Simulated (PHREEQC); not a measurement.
Solution (25 °C): 0.0036 mol/kgw HCl, 0.062 mol/kgw NaCl and 6.2e-05 mol/kgw CuCl2. Closed to the air; pH follows from the charge balance.

All values are PHREEQC results (ion-association model, wateq4f.dat), not measurements.

No solid was allowed to form.

### Question
Order these Cu species by the share of Cu that they hold, largest first: CuCl2, Cu+2, CuCl+.

### Answer
Cu+2 (93 %), CuCl+ (7.3 %), CuCl2 (0.16 %)

The pH is 2.52 and the ionic strength 0.0658 mol/kgw.
